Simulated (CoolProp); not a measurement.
A simple Rankine cycle with isobutene: condensing at 301.15 K, boiler at 3.31 MPa, turbine inlet 446.5 K, turbine efficiency 0.9, pump efficiency 0.7, no recuperator. Each further row changes one setting.

Values from CoolProp's reference Helmholtz-energy equation of state, Lemmon 2005. It is a short technical equation, of lower accuracy than the large ones.

```json
[
 {"case": "as stated", "thermal efficiency (%)": "17.2", "net work (kJ/kg)": "?", "heat in (kJ/kg)": "572", "turbine exit temperature (K)": "365.6", "volume ratio over the turbine": "10.7"},
 {"case": "turbine inlet 466.5 K", "thermal efficiency (%)": "17.2", "net work (kJ/kg)": "?", "heat in (kJ/kg)": "625", "turbine exit temperature (K)": "388.2", "volume ratio over the turbine": "?"},
 {"case": "condensing temperature 293.15 K", "thermal efficiency (%)": "18.5", "net work (kJ/kg)": "109", "heat in (kJ/kg)": "?", "turbine exit temperature (K)": "358.8", "volume ratio over the turbine": "?"},
 {"case": "boiler pressure 2.32 MPa", "thermal efficiency (%)": "15.2", "net work (kJ/kg)": "91.0", "heat in (kJ/kg)": "598", "turbine exit temperature (K)": "382.8", "volume ratio over the turbine": "?"},
 {"case": "turbine efficiency 0.8", "thermal efficiency (%)": "15.2", "net work (kJ/kg)": "86.6", "heat in (kJ/kg)": "572", "turbine exit temperature (K)": "371.7", "volume ratio over the turbine": "10.9"}
]
```

Task: Fill in the missing entries.

Result: 
- as stated, net work (kJ/kg): 98.4
- turbine inlet 466.5 K, net work (kJ/kg): 107
- turbine inlet 466.5 K, volume ratio over the turbine: 10.3
- condensing temperature 293.15 K, heat in (kJ/kg): 591
- condensing temperature 293.15 K, volume ratio over the turbine: 13.5
- boiler pressure 2.32 MPa, volume ratio over the turbine: 7.00
